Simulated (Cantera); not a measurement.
A closed system holds: 1 mol TiCl4, 0.5 mol O2, held at 1.50 mbar.

These are equilibrium values from Cantera (NASA tables, ideal gas, pure condensed phases), not measurements of a reactor. Candidate condensed phases: Ti, TiCl2, TiCl3, TiCl4, TiO, TiO2, Ti2O3, Ti3O5, Ti4O7; 15 gas species. Kinetics and transport are ignored.

x: gas mole fraction; n: condensed amount in mol.

```json
[
 {"T (K)": "1350", "x Cl": "0.313", "x Cl2": "0.405", "x TiCl4": "0.281", "x TiCl3": "___", "n TiO2(rutile)": "0.500"},
 {"T (K)": "1375", "x Cl": "0.364", "x Cl2": "0.363", "x TiCl4": "0.273", "x TiCl3": "___", "n TiO2(rutile)": "0.500"},
 {"T (K)": "1400", "x Cl": "0.415", "x Cl2": "0.320", "x TiCl4": "0.264", "x TiCl3": "___", "n TiO2(rutile)": "0.500"},
 {"T (K)": "1425", "x Cl": "0.467", "x Cl2": "0.277", "x TiCl4": "0.255", "x TiCl3": "___", "n TiO2(rutile)": "0.500"},
 {"T (K)": "1450", "x Cl": "0.517", "x Cl2": "0.236", "x TiCl4": "0.247", "x TiCl3": "___", "n TiO2(rutile)": "0.500"},
 {"T (K)": "1475", "x Cl": "0.564", "x Cl2": "0.197", "x TiCl4": "0.238", "x TiCl3": "___", "n TiO2(rutile)": "0.500"},
 {"T (K)": "1500", "x Cl": "0.606", "x Cl2": "0.161", "x TiCl4": "0.231", "x TiCl3": "___", "n TiO2(rutile)": "0.500"},
 {"T (K)": "1525", "x Cl": "0.643", "x Cl2": "0.131", "x TiCl4": "0.224", "x TiCl3": "___", "n TiO2(rutile)": "0.500"},
 {"T (K)": "1550", "x Cl": "0.675", "x Cl2": "0.104", "x TiCl4": "0.218", "x TiCl3": "___", "n TiO2(rutile)": "0.499"},
 {"T (K)": "1575", "x Cl": "0.701", "x Cl2": "0.0826", "x TiCl4": "0.212", "x TiCl3": "___", "n TiO2(rutile)": "0.499"},
 {"T (K)": "1600", "x Cl": "0.723", "x Cl2": "0.0649", "x TiCl4": "0.207", "x TiCl3": "___", "n TiO2(rutile)": "0.499"},
 {"T (K)": "1625", "x Cl": "0.740", "x Cl2": "0.0508", "x TiCl4": "0.201", "x TiCl3": "___", "n TiO2(rutile)": "0.499"}
]
```

Fill in the missing entries.


- 1350, x TiCl3: 0.000125
- 1375, x TiCl3: 0.000183
- 1400, x TiCl3: 0.000266
- 1425, x TiCl3: 0.000385
- 1450, x TiCl3: 0.000556
- 1475, x TiCl3: 0.000802
- 1500, x TiCl3: 0.00116
- 1525, x TiCl3: 0.00167
- 1550, x TiCl3: 0.00240
- 1575, x TiCl3: 0.00344
- 1600, x TiCl3: 0.00491
- 1625, x TiCl3: 0.00697
